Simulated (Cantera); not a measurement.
A perfectly stirred reactor is fed with CO : H2 : O2 : N2 : CO2 = 1 : 0.48 : 1.51 : 5.68 : 0.33 (molar parts), equivalence ratio 0.49, at 1.00 bar; it is adiabatic with a 450 K inlet, and is followed from long to short residence time, starting on the burning branch (τ in s: 0.023, 0.013, 0.0074, 0.0043, 0.0024, 0.0014, 0.0008, 0.00046, 0.00026, 0.00015, 8.6e-05, 4.9e-05, 2.8e-05).

Cantera simulation using GRI-Mech 3.0 (53 species, 325 reactions); the numbers are that mechanism's predictions, not measurements.

**Question.** Predict: blow-out, bracketed by the residence times tried; x(CO) at τ = 23.0 ms; x(H2) at τ = 23.0 ms; x(O2) at τ = 23.0 ms; x(H2O2) at τ = 23.0 ms; x(NO) at τ = 23.0 ms; x(CO) at τ = 0.800 ms; x(H2) at τ = 0.800 ms; x(O2) at τ = 0.800 ms; x(H2O2) at τ = 0.800 ms; x(NO) at τ = 0.800 ms.

**Answer.** 
```
Quantity                                                                        Result
------------------------------------------------  ------------------------------------
blow-out, bracketed by the residence times tried  burning at 0.260 ms, out at 0.150 ms
x(CO) at τ = 23.0 ms                                                           0.00321
x(H2) at τ = 23.0 ms                                                          0.000261
x(O2) at τ = 23.0 ms                                                            0.0939
x(H2O2) at τ = 23.0 ms                                                         1.43e-7
x(NO) at τ = 23.0 ms                                                           2.11e-5
x(CO) at τ = 0.800 ms                                                           0.0220
x(H2) at τ = 0.800 ms                                                          0.00168
x(O2) at τ = 0.800 ms                                                            0.101
x(H2O2) at τ = 0.800 ms                                                        9.04e-7
x(NO) at τ = 0.800 ms                                                          1.08e-5
```
